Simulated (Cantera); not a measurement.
What does this Cantera script print?

```python
import numpy as np
import cantera as ct

gas_names = """
    Fe FeO O O2 O3 S SO SO2 SO3 S2 S2O S8
""".split()
cond_names = """
    Fe(a) Fe(c) Fe(d) Fe(L) FeO(s) FeO(L) FeS(a) FeS(b) FeS(c) FeS(L) FeSO4(s) FeS2(s) Fe2O3(s)
    Fe2S3O12(s) Fe3O4(s) S(cr1) S(cr2) S(L)
""".split()


def load(file, names, dense=False):
    # The tables refer to 1 bar. Condensed volumes are neglected.
    table = {s.name: s for s in ct.Species.list_from_file(file)}
    out = []
    for n in names:
        d = dict(table[n].input_data)
        d["thermo"] = dict(d["thermo"], **{"reference-pressure": 1e5})
        if dense:
            d["equation-of-state"] = {"model": "constant-volume", "density": "1e6 g/cm^3"}
        out.append(ct.Species.from_dict(d))
    return out


gas = ct.Solution(thermo="ideal-gas", species=load("nasa_gas.yaml", gas_names))
cond = {s.name: ct.Solution(thermo="fixed-stoichiometry", species=[s], name=s.name)
        for s in load("nasa_condensed.yaml", cond_names, dense=True)}
atoms = {
    'FeS2': {'Fe': 1, 'S': 2},
    'O2': {'O': 2},
}
top_T = {'FeSO4(s)': 950, 'FeS2(s)': 1010, 'Fe2O3(s)': 1830, 'Fe2S3O12(s)': 1100, 'Fe3O4(s)': 1870}  # K; cautious upper limits of use, not melting points


def equilibrate(T, P, feed):
    n = {}
    for name, mol in feed.items():
        for a, k in atoms[name].items():
            n[a] = n.get(a, 0.0) + k * mol
    gas.TPX = T, P, n
    mass = sum(n.values()) * gas.mean_molecular_weight
    gas.equilibrate("TP")
    valid = [c for c in cond.values() if c.min_temp <= T <= top_T.get(c.name, c.max_temp)]
    mix = ct.Mixture([(gas, mass / gas.mean_molecular_weight)] + [(c, 0.0) for c in valid])
    mix.T, mix.P = T, P
    mix.equilibrate("TP", solver="vcs", rtol=1e-11, max_steps=5000)
    return mix


results = []
feed = {'FeS2': 1, 'O2': 0.49}  # mol
P = 101325  # Pa
for T in [675, 775, 875, 975, 1075, 1175, 1275, 1375, 1475, 1575, 1675, 1775, 1875]:
    mix = equilibrate(T, P, feed)
    results.append((T, P, feed, dict(zip(mix.species_names, mix.species_moles))))

top = {s: max(r[3][s] / sum(r[3][g] for g in gas_names) for r in results) for s in gas_names}
cols = sorted((s for s in top if top[s] > 1e-06), key=lambda s: -top[s])[:5]
seen = [c for c in cond_names if any(r[3].get(c, 0) > 1e-12 for r in results)]
print("log10 of partial pressures in bar; condensed amounts in mol")
print(f"{'T/K':>10s}" + "".join(f"{s[:9]:>10s}" for s in cols + seen))
for T, P, feed, n in results:
    ng = sum(n[g] for g in gas_names)
    print(f"{T:10.4g}" + "".join(f"{np.log10(max(n[s] / ng * P / 1e5, 1e-99)):10.3f}" for s in cols)
          + "".join(f"{n.get(c, 0):10.4g}" for c in seen))
```

It prints:

```
log10 of partial pressures in bar; condensed amounts in mol
       T/K       SO2        S2        SO       S2O         S    FeS(c)    FeS(L)   FeS2(s)  Fe2O3(s)  Fe3O4(s)
       675     0.006    -4.332    -8.321    -4.381   -15.743         0         0    0.8218    0.0891         0
       775     0.005    -3.092    -6.796    -3.491   -12.975         0         0     0.816         0   0.06135
       875     0.002    -2.095    -5.612    -2.776   -10.818         0         0    0.8137         0    0.0621
       975    -0.102    -0.686    -4.566    -1.795    -8.792    0.7578         0    0.2422         0         0
      1075    -0.181    -0.477    -3.947    -1.697    -7.611         1         0         0         0         0
      1175    -0.181    -0.477    -3.445    -1.712    -6.716         1         0         0         0         0
      1275    -0.181    -0.476    -3.021    -1.725    -5.961         1         0         0         0         0
      1375    -0.181    -0.476    -2.660    -1.737    -5.316         1         0         0         0         0
      1475    -0.182    -0.477    -2.348    -1.748    -4.757         0         1         0         0         0
      1575    -0.184    -0.478    -2.076    -1.758    -4.270         0         1         0         0         0
      1675    -0.186    -0.481    -1.838    -1.770    -3.840         0         1         0         0         0
      1775    -0.190    -0.485    -1.628    -1.782    -3.460         0         1         0         0         0
      1875    -0.196    -0.490    -1.442    -1.795    -3.122         0         1         0         0         0
```

Equilibrium computed with Cantera from the NASA thermochemical tables; the gas is ideal and each condensed phase is pure. FeS: taken at fixed stoichiometry. Gases not in the tables: S3 to S7.
